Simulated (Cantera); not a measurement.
Feed: 1 mol SiCl4, a varied amount of O2, 160 mol N2, equilibrated at 650 K and 0.120 bar.

Cantera equilibrium calculation (NASA polynomials, part measured and part estimated; ideal gas, pure solids and liquids). Candidate condensed phases: Si, SiO2, Si2N2O, Si3N4; 23 gas species. The numbers say what is thermodynamically allowed, not how fast it happens.

log p: log10 of the partial pressure in bar; n: condensed amount in mol.

```
n(O2) (mol)  log p N2  log p O2  log p Cl2  log p SiCl4  log p Cl  log p NO  log p NO2  n SiO2(α-quartz)
-----------  --------  --------  ---------  -----------  --------  --------  ---------  ----------------
0.64            -0.93      <-12      -3.02        -3.57     -8.40      <-12       <-12             0.640
0.9             -0.93      <-12      -2.87        -4.13     -8.32      <-12       <-12             0.900
1.2             -0.93     -3.83      -2.83         <-12     -8.30     -9.06        ___              1.00
1.4             -0.93     -3.53      -2.83         <-12     -8.30     -8.91        ___              1.00
1.7             -0.93     -3.29      -2.83         <-12     -8.30     -8.79        ___              1.00
1.9             -0.93     -3.18      -2.83         <-12     -8.30     -8.74        ___              1.00
2.2             -0.93     -3.05      -2.83         <-12     -8.30     -8.68        ___              1.00
2.5             -0.93     -2.96      -2.83         <-12     -8.30     -8.63        ___              1.00
2.7             -0.93     -2.90      -2.83         <-12     -8.30     -8.60        ___              1.00
3               -0.93     -2.83      -2.83         <-12     -8.30     -8.57      -9.28              1.00
3.2             -0.93     -2.79      -2.84         <-12     -8.30     -8.55      -9.24              1.00
3.5             -0.93     -2.74      -2.84         <-12     -8.30     -8.52      -9.18              1.00
3.8             -0.93     -2.69      -2.84         <-12     -8.30     -8.50      -9.14              1.00
```

**Question.** Some entries are withheld; supply them.

**Answer.** 
- 1.2, log p NO2: -10.27
- 1.4, log p NO2: -9.97
- 1.7, log p NO2: -9.73
- 1.9, log p NO2: -9.62
- 2.2, log p NO2: -9.50
- 2.5, log p NO2: -9.40
- 2.7, log p NO2: -9.35
